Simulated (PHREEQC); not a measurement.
Make-up at 25 °C: 0.29 mol Cu(NO3)2, 0.00031 mol HCl and 4.4e-05 mol H3BO3 per kg of water. Closed to the air; pH follows from the charge balance.

All values are PHREEQC results (ion-association model, wateq4f.dat), not measurements.

```tsv
quantity	before	after
pH	3.61	4.36
Cl- (mol/kgw)	0.000266	3.00e-5
H2BO3- (mol/kgw)	2.34e-10	7.87e-11
```

Which change was made?
A. diluted 10-fold with water
B. HCl from 0.00031 to 0.00155 mol/kgw
C. HCl replaced by RbCl at the same molality
D. diluted 5-fold with water
E. Cu(NO3)2 from 0.29 to 0.145 mol/kgw

A, diluted 10-fold with water

This is a speciation only: nothing precipitates in the calculation. The ionic strength passes 0.7 mol/kgw, the rough limit of the ion-association models, in before.
